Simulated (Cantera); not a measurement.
A perfectly stirred reactor is fed with CH4 : O2 : N2 = 1 : 2.74 : 10.3 (molar parts), equivalence ratio 0.73, at 3750 Torr; it is adiabatic with a 300 K inlet, and is followed from long to short residence time, starting on the burning branch (τ in s: 0.045, 0.02, 0.0091, 0.0041, 0.0019, 0.00084, 0.00038, 0.00017, 7.6e-05, 3.4e-05, 1.5e-05).

Cantera simulation using GRI-Mech 3.0 (53 species, 325 reactions); the numbers are that mechanism's predictions, not measurements.

Task: What does this change do: 0.27 parts H2 added?

Result: 
```tsv
quantity	before	after
blow-out, bracketed by the residence times tried	burning at 0.170 ms, out at 76.0 µs	burning at 76.0 µs, out at 34.0 µs
x(CH4) at τ = 45.0 ms	8.52e-6	5.48e-6
x(O2) at τ = 45.0 ms	0.0526	0.0425
x(CO) at τ = 45.0 ms	0.000253	0.000346
x(CO2) at τ = 45.0 ms	0.0709	0.0701
x(C2H2) at τ = 45.0 ms	3.08e-9	1.32e-9
x(CH4) at τ = 0.840 ms	0.000142	9.91e-5
x(O2) at τ = 0.840 ms	0.0543	0.0442
x(CO) at τ = 0.840 ms	0.00347	0.00352
x(CO2) at τ = 0.840 ms	0.0673	0.0666
x(C2H2) at τ = 0.840 ms	1.09e-7	7.72e-8
```
